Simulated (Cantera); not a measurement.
Feed: 1 mol TEOS, 11 mol O₂, equilibrated at 0.450 bar.

These are equilibrium values from Cantera (NASA tables, ideal gas, pure condensed phases), not measurements of a reactor. Candidate condensed phases: C, C₆H₆, C₇H₈, C₈H₁₈, H₂O, Si, SiC, SiO₂; 123 gas species. The feed counts by its element totals alone. The tables hold silica as quartz up to 1696 K and as liquid above; real silica turns to tridymite and cristobalite and melts near 1996 K. The numbers say what is thermodynamically allowed, not how fast it happens.

Question: Which condensed phases are stable at each of these points (T (K)): 550, 600, 650, 700, 750, 800, 850, 900, 950, 1000, 1050, 1100, 1150, 1200?

Answer: 
| T (K) | condensed phases | Si condensed (%) |
|---|---|---|
| 550 | SiO₂(α-quartz) | 100.0 |
| 600 | SiO₂(α-quartz) | 100.0 |
| 650 | SiO₂(α-quartz) | 100.0 |
| 700 | SiO₂(α-quartz) | 100.0 |
| 750 | SiO₂(α-quartz) | 100.0 |
| 800 | SiO₂(α-quartz) | 100.0 |
| 850 | SiO₂(β-quartz) | 100.0 |
| 900 | SiO₂(β-quartz) | 100.0 |
| 950 | SiO₂(β-quartz) | 100.0 |
| 1000 | SiO₂(β-quartz) | 100.0 |
| 1050 | SiO₂(β-quartz) | 100.0 |
| 1100 | SiO₂(β-quartz) | 100.0 |
| 1150 | SiO₂(β-quartz) | 100.0 |
| 1200 | SiO₂(β-quartz) | 100.0 |

From 550 K to 800 K the condensed part is SiO₂(α-quartz). From 850 K to 1200 K the condensed part is SiO₂(β-quartz).
